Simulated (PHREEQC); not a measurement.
Synthetic water in mmol/kgw, 55 °C, pH 7.47, pe 10.7:

```
constituent                mmol/kgw
-------------------------  --------
Na                              230
K                             0.031
Ca                              9.6
Mg                               45
Cl                              295
S(6)                           19.2
Alkalinity (meq/kgw)          0.461
Cd                             0.12
O(0) (counted as O atoms)      0.52
```

Valence states are taken as typed.

All values are PHREEQC results (ion-association model, phreeqc.dat), not measurements.

No solid was allowed to form.

Question: Predict the ionic strength, activity of water.

Answer: ionic strength 0.370 mol/kgw; activity of water 0.990.

Question: In which forms is Mg present?

Answer: Mg+2 82 %, MgSO4 18 % of the Mg.

Examples of supersaturated solids here: Otavite. Others may be too. Away from 25 °C the constants follow the database's enthalpies or fits; those with neither stay at their 25 °C values.
